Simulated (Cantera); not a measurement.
**Transport properties of process gases**

Gas mixture: H₂O : O₂ = 0.13 : 0.055 (molar parts), at 19.5 Torr, frozen composition.

Cantera's kinetic-theory transport with the Lennard-Jones parameters of GRI-Mech 3.0, ideal gas; thermal conductivity in the mixture-averaged form. Polar gases are described roughly by these parameters.

| T (K) | ρ (kg/m³) | cp (J/kg/K) | μ (µPa s) | λ (mW/m/K) | Pr | D (cm²/s) H | D (cm²/s) OH | D (cm²/s) C₂H₂ |
|---|---|---|---|---|---|---|---|---|
| 400 | 0.0173 | 1490 | 17.5 | 36.0 | 0.724 | 86.7 | 23.5 | 11.5 |
| 550 | 0.0126 | 1557 | 23.6 | 51.2 | 0.719 | 156 | 41.4 | 20.9 |
| 700 | 0.00990 | 1631 | 29.5 | 67.4 | 0.714 | 240 | 63.0 | 32.4 |
| 850 | 0.00816 | 1704 | 35.1 | 84.3 | 0.709 | 337 | 88.0 | 45.9 |
| 1000 | 0.00693 | 1776 | 40.5 | 102 | 0.707 | 447 | 116 | 61.0 |
| 1150 | 0.00603 | 1846 | 45.6 | 119 | 0.707 | 569 | 147 | 77.8 |
| 1300 | 0.00533 | 1911 | 50.6 | 137 | 0.707 | 701 | 181 | 96.0 |
| 1450 | 0.00478 | 1971 | 55.3 | 154 | 0.708 | 843 | 217 | 116 |
D: mixture-averaged diffusion coefficient of that species in the mixture.
